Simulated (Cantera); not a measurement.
Input: 1 mol CO2, 0.23 mol H2O, 5.3 mol O2, at 0.100 bar.

These are equilibrium values from Cantera (NASA tables, ideal gas, pure condensed phases), not measurements of a reactor. Candidate condensed phases: C, C6H6, C7H8, C8H18, H2O; 131 gas species. Ions and electrons are included (thermal ionisation). Rates play no part.

log p: log10 of the partial pressure in bar; nothing condenses.

| T (K) | log p O | log p O2 | log p CO2 | log p CO | log p H | log p OH | log p H2O |
|---|---|---|---|---|---|---|---|
| 2500 | -2.40 | -1.11 | -1.88 | -2.76 | -3.74 | -2.76 | -2.62 |
| 3000 | ? | ? | ? | ? | ? | ? | ? |
| 3500 | ? | ? | ? | -2.08 | -2.51 | ? | ? |
| 4000 | -1.07 | -2.48 | -4.05 | -2.11 | -2.47 | -3.70 | -6.34 |
| 4500 | -1.05 | -3.20 | -4.81 | -2.12 | -2.46 | -4.33 | -7.72 |
| 5000 | -1.05 | -3.79 | -5.41 | -2.12 | -2.46 | -4.86 | -8.85 |

### Question
Complete the blanks.

### Answer

- 3500, log p O: -1.17
- 3500, log p O2: -1.72
- 3500, log p CO2: -3.14
- 3500, log p OH: -2.99
- 3500, log p H2O: -4.71
- 3000, log p O: -1.57
- 3000, log p O2: -1.25
- 3000, log p CO2: -2.29
- 3000, log p CO: -2.14
- 3000, log p H: -2.79
- 3000, log p OH: -2.55
- 3000, log p H2O: -3.26
